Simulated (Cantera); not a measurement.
Standard-state values (1 bar) from the NASA 1993 polynomials, evaluated with Cantera. Values are per mole of reaction as written; species without (g) are pure solids or liquids, kept so even where they would boil at 1 bar. VN: taken at fixed stoichiometry.

Task: Between 573 and 873 K, where is each reaction favourable under standard conditions?
- V2O3 + 2 NO(g) = V2O5 + 2 N(g)
- 2 V2O3 + 5 N2(g) = 4 VN + 6 NO(g)

Result: 
- V2O3 + 2 NO(g) = V2O5 + 2 N(g): ΔG° is 477 kJ at 573 K and 497 kJ at 873 K; it stays positive (K < 1). ΔH° is 441 kJ and ΔS° -64 J/K at 873 K.
- 2 V2O3 + 5 N2(g) = 4 VN + 6 NO(g): ΔG° is 1971 kJ at 573 K and 1900 kJ at 873 K; it stays positive (K < 1). ΔH° is 2102 kJ and ΔS° 232 J/K at 873 K.
